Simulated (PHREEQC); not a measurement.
Consider water at 15 °C with 0.027 mol NH4HF2 per kg of water. Closed to the air; pH follows from the charge balance.

The numbers come from PHREEQC with the ion-association model, wateq4f.dat.

```yaml
pH: 3.12
ionic_strength: 0.0279 mol/kgw
total_alkalinity: -27.0 meq/kg
```

| species | molality | activity | log γ |
|---|---|---|---|
| NH4+ | 0.0270 | 0.0231 | -0.068 |
| F- | 0.0260 | 0.0221 | -0.070 |
| HF | 0.0209 | 0.0211 | 0.003 |
| HF2- | 0.00192 | 0.00163 | -0.070 |
| H2F2 | 0.00164 | 0.00165 | 0.003 |
| H+ | 0.000865 | 0.000760 | -0.056 |
| NH3 | 8.34e-9 | 8.34e-9 | 0.000 |

No solid was allowed to form. Species that the database lacks are ignored. wateq4f.dat counts part of the HF as a dimer, H2F2, which phreeqc.dat doesn't know; its constant is uncertain.
